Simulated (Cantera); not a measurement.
Input: 1 mol CCl4, 0.2 mol H2, held at 4.50 Pa.

These are equilibrium values from Cantera (NASA tables, ideal gas, pure condensed phases), not measurements of a reactor. Candidate condensed phases: C, C6H6, C7H8, C8H18; 91 gas species. Rates play no part.

Question: At 2498 K, list the 4 most abundant gas species with their mole fractions, and the condensed phases.

Answer: Cl 0.895, H 0.0817, C3 0.0107, HCl 0.00749. Condensed: C(graphite).
